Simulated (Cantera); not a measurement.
Feed: 1 mol PbS, 0.77 mol H2, a varied amount of N2, equilibrated at 1048 K and 1 atm.

Equilibrium computed with Cantera from the NASA thermochemical tables; the gas is ideal and each condensed phase is pure. Candidate condensed phases: Pb, PbS, S; 18 gas species. Mutual solubility and eutectic melting of coexisting phases are not modelled. The numbers say what is thermodynamically allowed, not how fast it happens.

x: gas mole fraction; n: condensed amount in mol.

```tsv
n(N2) (mol)	x N2	x H2	x H2S	x PbS	x NH3	n Pb(l)	n PbS(s)
2.3	0.749	0.244	0.00634	0.000288	4.55e-5	0.0193	0.980
3.5	0.819	0.176	0.00456	0.000288	2.90e-5	0.0193	0.979
5.2	0.871	0.126	0.00326	0.000288	1.81e-5	0.0192	0.979
7.8	0.910	0.0875	0.00227	0.000288	1.07e-5	0.0191	0.978
12	0.939	0.0587	0.00152	0.000288	6.00e-6	0.0189	0.977
18	0.959	[?]	[?]	0.000288	[?]	0.0186	0.975
26	0.971	[?]	[?]	0.000288	[?]	0.0183	0.973
39	0.980	0.0189	0.000489	0.000288	1.12e-6	0.0177	0.969
59	0.987	0.0126	0.000326	0.000288	6.08e-7	0.0168	0.963
88	0.991	0.00845	0.000219	0.000288	3.37e-7	0.0156	0.955
```

**Question.** What belongs in the gaps?

**Answer.** 
- 18, x H2: 0.0400
- 18, x H2S: 0.00104
- 18, x NH3: 3.40e-6
- 26, x H2: 0.0280
- 26, x H2S: 0.000727
- 26, x NH3: 2.01e-6
